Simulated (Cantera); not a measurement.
Input: 1 mol Si, 7.2 mol CO, 240 mol H₂, held at 525 °C.

Equilibrium computed with Cantera from the NASA thermochemical tables; the gas is ideal and each condensed phase is pure. Candidate condensed phases: C, C₆H₆, C₇H₈, C₈H₁₈, H₂O, Si, SiC, SiO₂; 123 gas species. Rates play no part.

Which condensed phases are stable at each of these points (P (Pa)): 10, 61, 370, 2200, 13000, 82000, 500000, 3000000?


```json
[
 {"P (Pa)": "10", "condensed phases": "C(graphite) + SiO₂(α-quartz)", "Si condensed (%)": "100.0"},
 {"P (Pa)": "61", "condensed phases": "C(graphite) + SiO₂(α-quartz)", "Si condensed (%)": "100.0"},
 {"P (Pa)": "370", "condensed phases": "C(graphite) + SiO₂(α-quartz)", "Si condensed (%)": "100.0"},
 {"P (Pa)": "2200", "condensed phases": "SiO₂(α-quartz)", "Si condensed (%)": "100.0"},
 {"P (Pa)": "13000", "condensed phases": "SiO₂(α-quartz)", "Si condensed (%)": "100.0"},
 {"P (Pa)": "82000", "condensed phases": "SiO₂(α-quartz)", "Si condensed (%)": "100.0"},
 {"P (Pa)": "500000", "condensed phases": "SiO₂(α-quartz)", "Si condensed (%)": "100.0"},
 {"P (Pa)": "3000000", "condensed phases": "SiO₂(α-quartz)", "Si condensed (%)": "100.0"}
]
```

From 10.0 Pa to 370 Pa the condensed part is C(graphite) + SiO₂(α-quartz). From 2200 Pa to 3000000 Pa the condensed part is SiO₂(α-quartz).
